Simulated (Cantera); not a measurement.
A closed system holds: 1 mol CH3F, 6.3 mol H2, equilibrated at 34.0 mbar.

Cantera equilibrium calculation (NASA polynomials, part measured and part estimated; ideal gas, pure solids and liquids). Candidate condensed phases: C, C6H6, C7H8, C8H18; 95 gas species. Rates play no part. All values below are at 2727 °C.

Base state: H 0.513, H2 0.359, HF 0.0869, C2H2 (acetylene) 0.0218, C3 0.00885, C2H 0.00536, C 0.00147, C2 0.000910 (mole fractions); condensed: gas only.

**Question.** What changes in the equilibrium state with this change: CH3F replaced by CF4?

**Answer.** 
| species | before | after |
|---|---|---|
| H | 0.513 | 0.386 |
| HF | 0.0869 | 0.376 |
| H2 | 0.359 | 0.204 |
| C2H2 (acetylene) | 0.0218 | 0.0127 |
| CF | 8.79e-5 | 0.000511 |
| F | 0.000769 | 0.00442 |
| C(graphite), mol | 0 | 0.291 |
